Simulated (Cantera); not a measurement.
Charge: 1 mol FeCl₃, 6.6 mol N₂, at 1398 K and 0.435 Torr.

These are equilibrium values from Cantera (NASA tables, ideal gas, pure condensed phases), not measurements of a reactor. Candidate condensed phases: Fe, FeCl₂, FeCl₃; 10 gas species. The numbers say what is thermodynamically allowed, not how fast it happens.

Task: What is the equilibrium state?

Result: 
```
Item                                     Value
-----------------------------------  ---------
x(N₂)                                    0.774
x(FeCl₂)                                 0.116
x(Cl)                                    0.101
x(Cl₂)                                 0.00751
x(FeCl₃)                               0.00156
gas amount                           8.523 mol
log10 activity of FeCl₂(l) (absent)      -4.48
log10 activity of Fe(γ) (absent)         -6.31
```
